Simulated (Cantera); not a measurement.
Feed: 1 mol AlI₃, 7.7 mol H₂O, 3 mol N₂, held at 1400 °C and 1330 Pa.

Equilibrium computed with Cantera from the NASA thermochemical tables; the gas is ideal and each condensed phase is pure. Candidate condensed phases: Al, AlI₃, AlN, Al₂O₃, H₂O, I₂; 41 gas species. Equilibrium is a limit: real reactors are often held back by kinetics, nucleation or transport.

Base state: H₂O 0.455, N₂ 0.220, I 0.207, H₂ 0.104, HI 0.0126, H 0.000318, I₂ 0.000104, OH 6.72e-5 (mole fractions); condensed: Al₂O₃(s).

### Question
What changes in the equilibrium state with this change: AlI₃ replaced by Al?

### Answer
```csv
species,before,after
H₂O,0.455,0.579
N₂,0.220,0.280
H₂,0.104,0.140
I,0.207,0
HI,0.0126,0
I₂,0.000104,0
H,0.000318,0.000370
OH,6.72e-5,7.36e-5
"Al₂O₃(s), mol",0.500,0.500
```
